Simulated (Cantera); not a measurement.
**Thermodynamics of thermal oxidation and active oxidation of silicon, feed Si + N₂O + H₂**

Input: 1 mol Si, 0.29 mol N₂O, a varied amount of H₂, held at 2000 K and 1.33 mbar.

These are equilibrium values from Cantera (NASA tables, ideal gas, pure condensed phases), not measurements of a reactor. Candidate condensed phases: H₂O, Si, SiO₂, Si₂N₂O, Si₃N₄; 35 gas species. The tables' values for SiN are old estimates; treat these amounts as uncertain. Gases not in the tables: Si₂H₆ and higher silanes. The numbers say what is thermodynamically allowed, not how fast it happens.

From 1.1 mol H₂ to 11 mol H₂ the condensed part is Si(l). From 19 mol H₂ to 330 mol H₂ nothing is condensed. The main Si-bearing gas is SiO at 1.1 mol H₂ and Si at 330 mol H₂.

| n(H₂) (mol) | log p H₂ | log p SiO | log p N₂ | log p H | log p Si | n Si(l) |
|---|---|---|---|---|---|---|
| 1.1 | -3.09 | -3.66 | -3.66 | -4.34 | -4.36 | 0.649 |
| 2 | -3.02 | -3.85 | -3.85 | -4.30 | -4.36 | 0.616 |
| 3.5 | -2.98 | -4.05 | -4.05 | -4.28 | -4.36 | 0.561 |
| 6.3 | -2.95 | -4.27 | -4.28 | -4.26 | -4.36 | 0.458 |
| 11 | -2.93 | -4.50 | -4.50 | -4.25 | -4.36 | 0.287 |
| 19 | -2.92 | -4.73 | -4.73 | -4.25 | -4.36 | 0 |
| 34 | -2.91 | -4.97 | -4.97 | -4.24 | -4.60 | 0 |
| 61 | -2.90 | -5.22 | -5.22 | -4.24 | -4.84 | 0 |
| 110 | -2.90 | -5.47 | -5.47 | -4.24 | -5.09 | 0 |
| 190 | -2.90 | -5.70 | -5.70 | -4.24 | -5.33 | 0 |
| 330 | -2.90 | -5.94 | -5.94 | -4.24 | -5.57 | 0 |
log p: log10 of the partial pressure in bar; n: condensed amount in mol.
